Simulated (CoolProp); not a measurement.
Vapour-liquid equilibrium of CHF3 (R23) (1) + R11 (2) at 0.65 °C; x and y are mole fractions of (1).

Values from CoolProp's multi-fluid Helmholtz-energy mixture model, Penoncello 2003 and Jacobsen 1992; pair parameters Bell 2016.

Problem. Give the bubble pressure and the first vapour's composition at x = 0.45, 0.85, 0.95. Is there an azeotrope?

Solution. x = 0.45: 1.729 MPa, y = 0.970; x = 0.85: 2.152 MPa, y = 0.981; x = 0.95: 2.381 MPa, y = 0.991. No azeotrope shows between x = 0.05 and 0.95.

Pair parameters are fitted to limited data, so mixtures are less certain than the pure fluids. The gap from Raoult's law changes sign with composition, which may be real or a fault of the pair parameters; it wasn't checked against measurements. With so large a gap from Raoult's law the liquid may split in two, which this calculation doesn't test in full.
